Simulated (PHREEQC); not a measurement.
Solution (25 °C): 1.5 mmol/kgw KF and 0.17 mmol/kgw NaF. Closed to the air; pH follows from the charge balance.

Model: ion-association model, phreeqc.dat, run in PHREEQC.

No solid was allowed to form.

Estimate the pH.

pH 7.26.
